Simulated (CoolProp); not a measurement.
Model: reference Helmholtz-energy equation of state, Thol 2019, in CoolProp.

Q: For n-hexane, give the phase and the cv (kJ/(kg K)), viscosity (µPa s) at 20.65 °C and 5610 kPa; -44.65 °C and 293 kPa; 217.25 °C and 2140 kPa.

A: 
- 20.65 °C and 5610 kPa: liquid; cv 1.74, viscosity 330
- -44.65 °C and 293 kPa: liquid; cv 1.56, viscosity 693
- 217.25 °C and 2140 kPa: gas; cv 2.58, viscosity 14.1

Viscosity comes from a separate model (Michailidou 2013).
